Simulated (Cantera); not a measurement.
What does this Cantera script print?

```python
import numpy as np
import cantera as ct

gas_names = """
    Ca CaCL CaCL2 CaO CaOH CaO2H2 Ca2 CL CLO CL2 H HCL HOCL HO2 H2 H2O H2O2 O OH O2 O3
""".split()
cond_names = """
    Ca(a) Ca(b) Ca(L) CaCL2(s) CaCL2(L) CaO(s) CaO(L) CaO2H2(s) H2O(s) H2O(L)
""".split()


def load(file, names, dense=False):
    # The tables refer to 1 bar. Condensed volumes are neglected.
    table = {s.name: s for s in ct.Species.list_from_file(file)}
    out = []
    for n in names:
        d = dict(table[n].input_data)
        d["thermo"] = dict(d["thermo"], **{"reference-pressure": 1e5})
        if dense:
            d["equation-of-state"] = {"model": "constant-volume", "density": "1e6 g/cm^3"}
        out.append(ct.Species.from_dict(d))
    return out


gas = ct.Solution(thermo="ideal-gas", species=load("nasa_gas.yaml", gas_names))
cond = {s.name: ct.Solution(thermo="fixed-stoichiometry", species=[s], name=s.name)
        for s in load("nasa_condensed.yaml", cond_names, dense=True)}
atoms = {
    'CaO': {'Ca': 1, 'O': 1},
    'HCl': {'H': 1, 'CL': 1},
    'H2': {'H': 2},
}
top_T = {}  # K; cautious upper limits of use, not melting points


def equilibrate(T, P, feed):
    n = {}
    for name, mol in feed.items():
        for a, k in atoms[name].items():
            n[a] = n.get(a, 0.0) + k * mol
    gas.TPX = T, P, n
    mass = sum(n.values()) * gas.mean_molecular_weight
    gas.equilibrate("TP")
    valid = [c for c in cond.values() if c.min_temp <= T <= top_T.get(c.name, c.max_temp)]
    mix = ct.Mixture([(gas, mass / gas.mean_molecular_weight)] + [(c, 0.0) for c in valid])
    mix.T, mix.P = T, P
    mix.equilibrate("TP", solver="vcs", rtol=1e-11, max_steps=5000)
    return mix


results = []
T = 650  # K
P = 9.1  # Pa
for m in [2.4, 2.9, 3.5, 4.2, 5, 6, 7.3, 8.8, 11, 13, 15, 18, 22]:
    feed = {'CaO': 1, 'HCl': m, 'H2': 0.4}  # mol
    mix = equilibrate(T, P, feed)
    results.append((T, P, feed, dict(zip(mix.species_names, mix.species_moles))))
    x = sorted(zip(gas.X, gas.species_names), reverse=True)
    print(f"T = {T:g} K  P = {P:g} Pa  n(HCl) = {m:g} mol  gas = {mix.phase_moles(0):.4g} mol")
    print("   x: " + "  ".join(f"{s} {v:.3e}" for v, s in x if v > 1e-06))
    print("   condensed (mol): " + ("  ".join(f"{mix.phase(i).name} {mix.phase_moles(i):.4g}"
          for i in range(1, mix.n_phases) if mix.phase_moles(i) > 1e-12) or "none"))
```

Result:

```
T = 650 K  P = 9.1 Pa  n(HCl) = 2.4 mol  gas = 1.8 mol
   x: H2O 5.556e-01  HCL 2.222e-01  H2 2.222e-01
   condensed (mol): CaCL2(s) 1
T = 650 K  P = 9.1 Pa  n(HCl) = 2.9 mol  gas = 2.3 mol
   x: H2O 4.348e-01  HCL 3.913e-01  H2 1.739e-01
   condensed (mol): CaCL2(s) 1
T = 650 K  P = 9.1 Pa  n(HCl) = 3.5 mol  gas = 2.9 mol
   x: HCL 5.172e-01  H2O 3.448e-01  H2 1.379e-01
   condensed (mol): CaCL2(s) 1
T = 650 K  P = 9.1 Pa  n(HCl) = 4.2 mol  gas = 3.6 mol
   x: HCL 6.111e-01  H2O 2.778e-01  H2 1.111e-01
   condensed (mol): CaCL2(s) 1
T = 650 K  P = 9.1 Pa  n(HCl) = 5 mol  gas = 4.4 mol
   x: HCL 6.818e-01  H2O 2.273e-01  H2 9.091e-02
   condensed (mol): CaCL2(s) 1
T = 650 K  P = 9.1 Pa  n(HCl) = 6 mol  gas = 5.4 mol
   x: HCL 7.407e-01  H2O 1.852e-01  H2 7.407e-02
   condensed (mol): CaCL2(s) 1
T = 650 K  P = 9.1 Pa  n(HCl) = 7.3 mol  gas = 6.7 mol
   x: HCL 7.910e-01  H2O 1.493e-01  H2 5.970e-02
   condensed (mol): CaCL2(s) 1
T = 650 K  P = 9.1 Pa  n(HCl) = 8.8 mol  gas = 8.2 mol
   x: HCL 8.293e-01  H2O 1.220e-01  H2 4.878e-02
   condensed (mol): CaCL2(s) 1
T = 650 K  P = 9.1 Pa  n(HCl) = 11 mol  gas = 10.4 mol
   x: HCL 8.654e-01  H2O 9.615e-02  H2 3.846e-02
   condensed (mol): CaCL2(s) 1
T = 650 K  P = 9.1 Pa  n(HCl) = 13 mol  gas = 12.4 mol
   x: HCL 8.871e-01  H2O 8.065e-02  H2 3.226e-02
   condensed (mol): CaCL2(s) 1
T = 650 K  P = 9.1 Pa  n(HCl) = 15 mol  gas = 14.4 mol
   x: HCL 9.028e-01  H2O 6.944e-02  H2 2.778e-02
   condensed (mol): CaCL2(s) 1
T = 650 K  P = 9.1 Pa  n(HCl) = 18 mol  gas = 17.4 mol
   x: HCL 9.195e-01  H2O 5.747e-02  H2 2.299e-02
   condensed (mol): CaCL2(s) 1
T = 650 K  P = 9.1 Pa  n(HCl) = 22 mol  gas = 21.4 mol
   x: HCL 9.346e-01  H2O 4.673e-02  H2 1.869e-02
   condensed (mol): CaCL2(s) 1
```

Equilibrium computed with Cantera from the NASA thermochemical tables; the gas is ideal and each condensed phase is pure. Condensed phases not in the tables: oxide chlorides.
